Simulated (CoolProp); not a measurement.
Model: reference Helmholtz-energy equation of state, Penoncello 2003, in CoolProp.

Give the vapour pressure (bar), vapour Z, surface tension (mN/m), liquid viscosity (µPa s) of saturated CHF3 (R23) at 200.6, 233.7 K.


```json
[
 {"T (K)": "200.6", "p (bar)": "1.70", "vapour Z": "0.941", "surface tension (mN/m)": "15.1", "liquid viscosity (µPa s)": "263"},
 {"T (K)": "233.7", "p (bar)": "7.21", "vapour Z": "0.849", "surface tension (mN/m)": "9.06", "liquid viscosity (µPa s)": "165"}
]
```

Viscosity comes from a separate model (Shan 2000). Surface tension comes from a separate correlation (Mulero 2012).
